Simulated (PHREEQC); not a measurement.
## Copper plating or etch bath: speciation

A solution holds 0.0035 mol/kgw CuSO4, 0.002 mol/kgw H2SO4 and 0.00034 mol/kgw Na2SO4, at 10 °C. Closed to the air; pH follows from the charge balance.

Computed with PHREEQC (ion-association model, wateq4f.dat).

No solid was allowed to form.

### Question
What pH does the model give?

### Answer
pH 2.52.

### Question
In which forms is S present?

### Answer
SO4-2 75 %, CuSO4 14 %, HSO4- 11 % of the S.

At this temperature some constants are extrapolated from 25 °C, and those without enthalpy data are left unchanged.
